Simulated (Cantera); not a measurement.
Charge: 1 mol V, 0.85 mol NH3, 1.6 mol N2, equilibrated at 0.120 Pa.

Equilibrium computed with Cantera from the NASA thermochemical tables; the gas is ideal and each condensed phase is pure. Candidate condensed phases: V, VN; 11 gas species. VN: taken at fixed stoichiometry. Condensed phases not in the tables: V2N, N, O or C dissolved in the metal. The numbers say what is thermodynamically allowed, not how fast it happens.

x: gas mole fraction; n: condensed amount in mol.

```tsv
T (°C)	x N2	x H	x H2	x V	x N	x VN	x NH	n VN(s)	n V(s)
527	0.545	1.78e-9	0.455	<1e-12	<1e-12	<1e-12	<1e-12	1.00	0
727	0.545	1.40e-6	0.455	<1e-12	<1e-12	<1e-12	<1e-12	1.00	0
927	0.545	0.000122	0.455	3.21e-11	<1e-12	<1e-12	<1e-12	1.00	0
1127	0.544	0.00299	0.453	1.00e-6	2.64e-12	___	<1e-12	1.000	0
1327	0.604	0.0300	0.365	0.000950	4.74e-10	___	1.15e-11	0	0.997
1527	0.523	0.163	0.248	0.0658	2.42e-8	___	1.74e-10	0	0.745
1727	0.385	0.364	0.0603	0.190	5.11e-7	2.05e-7	7.98e-10	0	0
1927	0.366	0.446	0.00752	0.181	6.88e-6	1.90e-7	1.94e-9	0	0
2127	0.364	0.456	0.000986	0.180	6.13e-5	1.88e-7	3.56e-9	0	0
2327	0.363	0.457	0.000170	0.179	0.000392	1.87e-7	5.86e-9	0	0
2527	0.362	0.457	3.74e-5	0.179	0.00192	1.85e-7	8.94e-9	0	0
```

**Question.** Some entries are withheld; supply them.

**Answer.** 
- 1127, x VN: 1.22e-12
- 1327, x VN: 1.25e-9
- 1527, x VN: 8.21e-8
